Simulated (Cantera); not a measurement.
Input: 1 mol NF3, 0.58 mol SO2, 0.57 mol O2, at 6.80 mbar.

Method: chemical equilibrium by Gibbs-energy minimisation in Cantera with the NASA 1993 tables (ideal gas, pure condensed phases). Candidate condensed phases: S; 35 gas species. The tables' values for SOF2 are old estimates; treat these amounts as uncertain. Rates play no part. All values below are at 1825 °C.

Base state: F 0.643, SO2 0.123, O2 0.119, N2 0.106, O 0.00573, NO 0.00273, SO 0.00149, SOF2 0.000130 (mole fractions); condensed: gas only.

Question: What changes in the equilibrium state with this change: SO2 from 0.58 to 0.11 mol?

Answer: 
```
species   before     after
-------  -------  --------
F          0.643     0.715
O2         0.119     0.132
N2         0.106     0.118
SO2        0.123    0.0259
SO       0.00149  0.000300
SF       1.67e-5   3.55e-6
SO3      1.51e-5   3.35e-6
```
